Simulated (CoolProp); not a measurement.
Vapour-liquid equilibrium of CHF3 (R23) (1) + R22 (2) at 0.378 MPa; x and y are mole fractions of (1).

Computed with CoolProp (multi-fluid Helmholtz-energy mixture model, Penoncello 2003 and Kamei 1995; pair parameters Bell 2016).

| x | bubble temperature, mixture model (K) | bubble temperature, Raoult's law (K) | y, mixture model | y, Raoult's law |
|---|---|---|---|---|
| 0.05 | 258.7 | 259.3 | 0.225 | 0.223 |
| 0.125 | … | 252.3 | 0.455 | 0.450 |
| 0.2 | … | 246.6 | 0.603 | 0.599 |
| 0.275 | … | 241.9 | 0.702 | 0.702 |
| 0.35 | 235.7 | 237.9 | … | 0.776 |
| 0.425 | … | 234.4 | 0.821 | 0.831 |
| 0.5 | 229.6 | 231.3 | 0.859 | 0.872 |
| 0.575 | … | 228.6 | 0.889 | 0.905 |
| 0.65 | 225.2 | 226.2 | 0.913 | 0.930 |
| 0.725 | … | 224.0 | 0.935 | 0.951 |
| 0.8 | 221.6 | 222.0 | 0.954 | 0.968 |
| 0.875 | 220.0 | 220.2 | 0.971 | 0.982 |
| 0.95 | 218.5 | 218.5 | 0.989 | 0.993 |

### Question
Complete the blanks.

### Answer

- 0.125, bubble temperature, mixture model (K): 250.9
- 0.2, bubble temperature, mixture model (K): 244.7
- 0.275, bubble temperature, mixture model (K): 239.7
- 0.35, y, mixture model: 0.771
- 0.425, bubble temperature, mixture model (K): 232.4
- 0.575, bubble temperature, mixture model (K): 227.3
- 0.725, bubble temperature, mixture model (K): 223.3

The largest gap from Raoult's law is -2.2 K in bubble temperature, at x = 0.35. No azeotrope shows between x = 0.05 and 0.95.

Pair parameters are fitted to limited data, so mixtures are less certain than the pure fluids.
